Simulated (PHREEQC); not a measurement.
1 kg of water holding 0.027 mol KCl, 0.013 mol K2CO3, 0.22 mol KHCO3 and 0.0092 mol K2SO4 is evaporated at 25 °C; the solids stay in contact with the brine. CO2 from the air is kept out. The run lets Arcanite, Kalicinite, Misenite, Sylvite precipitate or redissolve, and no other solid.

Model: Pitzer model, pitzer.dat, run in PHREEQC.

Q: Predict ionic strength at water left (kg) = 0.05275, 0.03563, 0.01977, 0.01626.

A: 
```csv
water left (kg),ionic strength
0.05275,4.85
0.03563,5.21
0.01977,6.10
0.01626,6.57
```

Species that the database lacks are ignored.
